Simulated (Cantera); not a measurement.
Silicon etching in halogen gases: Si + Cl2

Charge: 1 mol Si, 1.5 mol Cl2, equilibrated at 10.0 mbar.

Equilibrium computed with Cantera from the NASA thermochemical tables; the gas is ideal and each condensed phase is pure. Candidate condensed phases: Si; 9 gas species. The tables' values for SiCl3 are old estimates; treat these amounts as uncertain. The numbers say what is thermodynamically allowed, not how fast it happens.

| T (K) | x SiCl4 | x SiCl3 | x SiCl2 | n Si(s) |
|---|---|---|---|---|
| 725 | 1.000 | 0.000151 | 5.58e-6 | 0.250 |
| 750 | 1.000 | 0.000270 | 1.35e-5 | 0.250 |
| 775 | 1.000 | 0.000466 | 3.08e-5 | 0.250 |
| 800 | 0.999 | 0.000775 | 6.68e-5 | 0.250 |
| 825 | 0.999 | 0.00125 | 0.000138 | 0.250 |
| 850 | 0.998 | 0.00196 | 0.000273 | 0.250 |
| 875 | 0.996 | 0.00299 | 0.000518 | 0.249 |
| 900 | 0.995 | 0.00445 | 0.000948 | 0.249 |
| 925 | 0.992 | 0.00648 | 0.00168 | 0.248 |
| 950 | 0.988 | 0.00923 | 0.00288 | 0.247 |
x: gas mole fraction; n: condensed amount in mol.

From 725 K to 950 K the condensed part is Si(s). The main Si-bearing gas is SiCl4 throughout.
